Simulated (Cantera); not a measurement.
**Ta2O5 + C + H2 + CH4 (carbothermic reduction)**

Input: 1 mol Ta2O5, 1.9 mol C, 3.6 mol H2, 2.5 mol CH4, held at 1 atm.

Cantera equilibrium calculation (NASA polynomials, part measured and part estimated; ideal gas, pure solids and liquids). Candidate condensed phases: C, C6H6, C7H8, C8H18, H2O, Ta, TaC, Ta2O5; 113 gas species. Mutual solubility and eutectic melting of coexisting phases are not modelled. TaC: taken at fixed stoichiometry. Condensed phases not in the tables: Ta2C, N, O or C dissolved in the metal. The numbers say what is thermodynamically allowed, not how fast it happens.

```tsv
T (K)	x H2	x CO	x H	x H2O	x TaO2	n TaC(s)	n Ta2O5(s)	n Ta2O5(l)	n Ta(s)
1525	0.730	0.267	2.01e-5	0.00280	3.10e-12	1.27	0.366	0	0
1625	0.730	0.266	5.99e-5	0.00321	7.29e-11	1.27	0.365	0	0
1725	0.729	0.266	0.000158	0.00361	1.17e-9	1.27	0.365	0	0
1825	0.729	0.266	0.000374	0.00400	1.38e-8	1.27	0.364	0	0
1925	0.728	0.266	0.000810	0.00438	1.24e-7	1.27	0.363	0	0
2025	0.727	0.266	0.00163	0.00474	8.92e-7	1.27	0.363	0	0
2125	0.726	0.266	0.00307	0.00492	4.79e-6	1.27	0	0.363	0
2225	0.724	0.265	0.00547	0.00499	2.09e-5	1.28	0	0.362	0
2325	0.720	0.265	0.00928	0.00504	7.95e-5	1.28	0	0.362	0
2425	0.715	0.264	0.0150	0.00506	0.000268	1.27	0	0.361	0
2525	0.637	0.334	0.0222	0.00528	0.000753	0	0	0.100	1.79
```
x: gas mole fraction; n: condensed amount in mol.

From 1525 K to 2025 K the condensed part is TaC(s) + Ta2O5(s). From 2125 K to 2425 K the condensed part is TaC(s) + Ta2O5(l). At 2525 K the condensed part is Ta(s) + Ta2O5(l).
